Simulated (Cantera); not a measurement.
Cantera run:

```python
import numpy as np
import cantera as ct

gas_names = [...]  # 91 gases of nasa_gas.yaml made of C, Cl, H
cond_names = """
    C(gr) C6H6(L) C7H8(L) C8H18(L),n-octa
""".split()


# ... load() reads the species with a 1 bar reference pressure and builds the phases ...
atoms = {
    'CCl4': {'C': 1, 'CL': 4},
    'HCl': {'H': 1, 'CL': 1},
    'H2': {'H': 2},
}
top_T = {'C(gr)': 4500}  # K; cautious upper limits of use, not melting points


# ... equilibrate(T, P, feed) seeds the gas with the atoms and calls Mixture.equilibrate('TP', solver="vcs", rtol=1e-11, max_steps=5000) ...
results = []
feed = {'CCl4': 1, 'HCl': 0.41, 'H2': 4}  # mol
P = 320  # Pa
for T in [1273, 1473, 1673, 1873, 2073, 2273, 2473, 2673, 2873, 3073, 3273]:
    mix = equilibrate(T, P, feed)
    results.append((T, P, feed, dict(zip(mix.species_names, mix.species_moles))))

top = {s: max(r[3][s] / sum(r[3][g] for g in gas_names) for r in results) for s in gas_names}
cols = sorted((s for s in top if top[s] > 1e-05), key=lambda s: -top[s])[:7]
seen = [c for c in cond_names if any(r[3].get(c, 0) > 1e-12 for r in results)]
print("log10 of partial pressures in bar; condensed amounts in mol")
print(f"{'T/K':>10s}" + "".join(f"{s[:9]:>10s}" for s in cols + seen))
for T, P, feed, n in results:
    ng = sum(n[g] for g in gas_names)
    print(f"{T:10.4g}" + "".join(f"{np.log10(max(n[s] / ng * P / 1e5, 1e-99)):10.3f}" for s in cols)
          + "".join(f"{n.get(c, 0):10.4g}" for c in seen))
```

Output:

```
log10 of partial pressures in bar; condensed amounts in mol
       T/K       HCL         H        CL        H2         C        C3        C2     C(gr)
      1273    -2.657    -7.647    -7.375    -3.001   -21.227   -22.900   -23.990         1
      1473    -2.657    -6.398    -6.146    -3.001   -17.223   -18.267   -19.361         1
      1673    -2.659    -5.444    -5.210    -3.001   -14.178   -14.758   -15.847    0.9998
      1873    -2.668    -4.691    -4.478    -3.002   -11.786   -12.011   -13.091    0.9987
      2073    -2.698    -4.083    -3.906    -3.006    -9.858    -9.804   -10.872    0.9949
      2273    -2.778    -3.589    -3.481    -3.027    -8.270    -7.996    -9.050    0.9838
      2473    -2.946    -3.201    -3.198    -3.099    -6.942    -6.488    -7.526    0.9558
      2673    -3.238    -2.931    -3.045    -3.281    -5.813    -5.213    -6.234    0.8523
      2873    -3.664    -2.790    -2.995    -3.623    -4.856    -4.160    -5.151         0
      3073    -4.127    -2.728    -2.981    -4.043    -4.359    -4.251    -4.879         0
      3273    -4.586    -2.712    -2.982    -4.489    -3.977    -4.496    -4.751         0
```

These are equilibrium values from Cantera (NASA tables, ideal gas, pure condensed phases), not measurements of a reactor. The tables' values for CCl are old estimates; treat these amounts as uncertain.
